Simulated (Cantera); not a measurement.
A closed system holds: 1 mol B, 0.064 mol O2, 100 mol N2, equilibrated at 0.133 bar.

Method: chemical equilibrium by Gibbs-energy minimisation in Cantera with the NASA 1993 tables (ideal gas, pure condensed phases). Candidate condensed phases: B, BN, B2O3; 17 gas species. N2 is the only nitrogen source here; it is nearly inert below about 1500 K, so the nitride shown seldom forms there in practice. Mutual solubility and eutectic melting of coexisting phases are not modelled. Kinetics and transport are ignored.

x: gas mole fraction; n: condensed amount in mol.

```
T (°C)   x N2      x BO    x B2O3    x B2O2     x B2O  n BN(s)  n B2O3(l)
------  -----  --------  --------  --------  --------  -------  ---------
550      1.00    <1e-12    <1e-12    <1e-12    <1e-12    0.915     0.0427
700      1.00    <1e-12  6.65e-12    <1e-12    <1e-12    0.915     0.0427
850      1.00  1.46e-12   4.64e-9  1.73e-12    <1e-12    0.915     0.0427
1000    1.000         ?         ?         ?    <1e-12    0.915     0.0426
1150    1.000         ?         ?         ?    <1e-12    0.915     0.0396
1300    1.000   3.72e-6  0.000419   1.24e-5  6.81e-12    0.914          0
1450    1.000   3.78e-5  0.000371   6.69e-5  6.52e-10    0.909          0
1600    0.999  0.000228  0.000216  0.000204   2.56e-8    0.894          0
1750    0.999  0.000696   4.04e-5  0.000234   3.82e-7    0.876          0
1900    0.999   0.00109   2.05e-6   9.41e-5   2.33e-6    0.872          0
```

Problem. What belongs in the gaps?

Solution. 
- 1150, x BO: 8.85e-8
- 1150, x B2O3: 3.08e-5
- 1150, x B2O2: 2.56e-7
- 1000, x BO: 6.98e-10
- 1000, x B2O3: 6.51e-7
- 1000, x B2O2: 1.37e-9
